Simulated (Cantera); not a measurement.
A closed system holds: 1 mol Fe2O3, 2.8 mol CH4, 0.37 mol H2, at 9.10 mbar.

These are equilibrium values from Cantera (NASA tables, ideal gas, pure condensed phases), not measurements of a reactor. Candidate condensed phases: C, C6H6, C7H8, C8H18, Fe, Fe(CO)5, FeO, Fe(OH)2, Fe(OH)3, Fe2O3, Fe3O4, H2O; 114 gas species. Kinetics and transport are ignored.

log p: log10 of the partial pressure in bar; n: condensed amount in mol.

| T (K) | log p H2 | log p CO | log p Fe | log p H | log p H2O | log p CO2 | log p OH | n Fe(δ) | n Fe(l) |
|---|---|---|---|---|---|---|---|---|---|
| 1700 | -2.22 | -2.54 | -5.20 | -4.94 | -3.74 | -4.59 | -7.75 | 1.99 | 0 |
| 1750 | -2.22 | -2.54 | -4.86 | -4.74 | -3.74 | -4.62 | -7.49 | 1.99 | 0 |
| 1800 | -2.22 | -2.54 | -4.53 | -4.56 | -3.74 | -4.64 | -7.25 | 1.97 | 0 |
| 1850 | -2.23 | -2.54 | -4.23 | -4.38 | -3.74 | -4.66 | -7.02 | 0 | 1.94 |
| 1900 | -2.23 | -2.55 | -3.95 | -4.22 | -3.74 | -4.68 | -6.81 | 0 | 1.89 |
| 1950 | -2.24 | -2.55 | -3.69 | -4.06 | -3.74 | -4.70 | -6.61 | 0 | 1.80 |
| 2000 | -2.25 | -2.56 | -3.44 | -3.91 | -3.75 | -4.72 | -6.41 | 0 | ___ |
| 2050 | -2.26 | -2.58 | -3.20 | -3.78 | -3.76 | -4.75 | -6.24 | 0 | ___ |
| 2100 | -2.29 | -2.60 | -2.98 | -3.65 | -3.79 | -4.79 | -6.07 | 0 | ___ |
| 2150 | -2.33 | -2.64 | -2.78 | -3.54 | -3.83 | -4.84 | -5.92 | 0 | 0 |
| 2200 | -2.34 | -2.64 | -2.78 | -3.42 | -3.83 | -4.85 | -5.77 | 0 | 0 |
| 2250 | -2.35 | -2.64 | -2.78 | -3.30 | -3.83 | -4.87 | -5.61 | 0 | 0 |
| 2300 | -2.36 | -2.64 | -2.79 | -3.19 | -3.84 | -4.88 | -5.47 | 0 | 0 |

Fill in the missing entries.


- 2000, n Fe(l): 1.63
- 2050, n Fe(l): 1.34
- 2100, n Fe(l): 0.828
